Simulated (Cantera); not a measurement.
Input: 1 mol C3H6, 1.2 mol CO2, equilibrated at 0.100 bar.

Cantera equilibrium calculation (NASA polynomials, part measured and part estimated; ideal gas, pure solids and liquids). Candidate condensed phases: C, C6H6, C7H8, C8H18, H2O; 110 gas species. The numbers say what is thermodynamically allowed, not how fast it happens.

At 1298 K, list the 5 most abundant gas species with their mole fractions, and the condensed phases.

H2 0.555, CO 0.444, CH4 0.000246, H2O 0.000229, CO2 0.000105. Condensed: C(graphite).
